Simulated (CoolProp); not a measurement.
The fluid at 298.15 K and 0.719 MPa (gas) is heated at constant pressure to 345.6 K. The same conditions are run with several fluids, on thermodynamics alone (safety and materials aside).

The numbers come from the reference Helmholtz-energy equation of state of each fluid (R125: Lemmon 2005; nitrous oxide: Lemmon 2006; normal hydrogen: Leachman 2009; ethylene: Smukala 2000; oxygen: Schmidt 1985) in CoolProp.

```
fluid            heat (kJ/kg)  final density (kg/m³)
---------------  ------------  ---------------------
R125                     42.1                   32.2
nitrous oxide            44.6             (withheld)
normal hydrogen           683                  0.502
ethylene                 79.3             (withheld)
oxygen                   44.2             (withheld)
```

### Question
Some entries are withheld; supply them.

### Answer

- nitrous oxide, final density (kg/m³): 11.3
- ethylene, final density (kg/m³): 7.20
- oxygen, final density (kg/m³): 8.02

Above 300 K oxygen's equation is extrapolated.
